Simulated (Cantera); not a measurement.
Low-pressure radical oxidation in H2/O2

An isothermal, constant-pressure homogeneous reactor starts with 1.20 % H2, 74.9 % O2, 24.0 % N2, at 1050 K and 9.75 Torr.

Model: the H2/O2 subset of GRI-Mech 3.0, which has no nitrogen chemistry, integrated in Cantera. Radical loss at walls, strong at low pressure, is not modelled.

```
t (s)         x H2   x O2      x OH     x HO2    x H2O2       x O
--------  --------  -----  --------  --------  --------  --------
8.00e-5     0.0120  0.749  6.14e-12  2.50e-11    <1e-12  6.43e-12
0.000246    0.0120  0.749  3.91e-11  7.70e-11    <1e-12  4.50e-11
0.000755    0.0120  0.749  2.07e-10  2.38e-10    <1e-12  2.95e-10
0.00232     0.0120  0.749   2.21e-9  7.66e-10    <1e-12   3.81e-9
0.00713     0.0120  0.749   9.11e-7   2.11e-8  5.04e-12   1.62e-6
0.0219    0.000325  0.740  0.000793   2.36e-6   5.05e-8   0.00730
0.0673     5.04e-5  0.743  0.000393   1.51e-6   2.19e-8   0.00458
0.207      1.56e-5  0.746  0.000218   9.12e-7   2.07e-8   0.00144
0.636      2.62e-6  0.747   9.06e-5   3.61e-7   1.59e-8  0.000250
1.95       3.39e-7  0.747   3.36e-5   9.73e-8   8.15e-9   3.40e-5
6.00       4.76e-8  0.747   1.29e-5   2.13e-8   2.74e-9   4.98e-6
```
x: mole fraction; the columns are a selection and need not sum to one.

Equilibrium at this temperature and pressure: H2 4.45e-11, O2 0.747, OH 4.13e-7, HO2 6.05e-10, H2O2 6.15e-12, O 5.10e-9 (gas phase only).
